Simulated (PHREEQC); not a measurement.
Consider water at 25 °C with 0.0028 mol/kgw HF, 0.05 mol/kgw NaF and 1.3e-05 mol/kgw H4SiO4. Closed to the air; pH follows from the charge balance.

The numbers come from PHREEQC with the ion-association model, wateq4f.dat.

The ionic strength comes out as 0.0491 mol/kgw. What activity coefficients do Na+, HF2-, H+, SiF6-2, F- get?

Na+ 0.82, HF2- 0.81, H+ 0.86, SiF6-2 0.47, F- 0.81.

Precipitation was switched off in this run. Species that the database lacks are ignored. SiF6-2 is the database's only silicon fluoride.
